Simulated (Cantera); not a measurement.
Input: 1 mol SiHCl3, 25 mol H2.

Cantera equilibrium calculation (NASA polynomials, part measured and part estimated; ideal gas, pure solids and liquids). Candidate condensed phases: Si; 19 gas species. The tables' values for SiCl3 are old estimates. Equilibrium is a limit: real reactors are often held back by kinetics, nucleation or transport.

Q: What condenses at these points (T in °C, P in Pa): (2127, 100); (2202, 5200); (2102, 37000); (2027, 37000); (2277, 1900)?

A: 
```tsv
T (°C)	P in Pa	condensed phases	Si condensed (%)
2127	100	gas only	0.0
2202	5200	gas only	0.0
2102	37000	Si	43.6
2027	37000	Si	51.2
2277	1900	gas only	0.0
```
